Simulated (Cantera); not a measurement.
Charge: 1 mol SiCl4, 0.55 mol HCl, 0.92 mol H2, equilibrated at 0.133 bar.

Method: chemical equilibrium by Gibbs-energy minimisation in Cantera with the NASA 1993 tables (ideal gas, pure condensed phases). Candidate condensed phases: Si; 19 gas species. The numbers say what is thermodynamically allowed, not how fast it happens.

Problem. At 427 °C, list the 4 most abundant gas species with their mole fractions, and the condensed phases.

Solution. SiCl4 0.405, H2 0.372, HCl 0.223, SiHCl3 0.000138. Condensed: gas only.
